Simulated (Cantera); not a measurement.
**Ignition delay**

Mixture: 11.7 % CH₄, 1.08 % H₂, 18.3 % O₂, 69.0 % N₂, equivalence ratio 1.3, at 1.20 bar, adiabatic and at constant volume. Ignition delay is the time to a rise of 400 K.

Computed with Cantera and GRI-Mech 3.0 (53 species, 325 reactions).

```json
[
 {"T0 (K)": "1300", "delay (ms)": "5.27"},
 {"T0 (K)": "1400", "delay (ms)": "1.81"},
 {"T0 (K)": "1500", "delay (ms)": "0.688"},
 {"T0 (K)": "1600", "delay (ms)": "0.296"},
 {"T0 (K)": "1700", "delay (ms)": "0.143"},
 {"T0 (K)": "1800", "delay (ms)": "0.0763"},
 {"T0 (K)": "1900", "delay (ms)": "0.0438"}
]
```

- apparent activation energy between 1700 and 1900 K = 160 kJ/mol
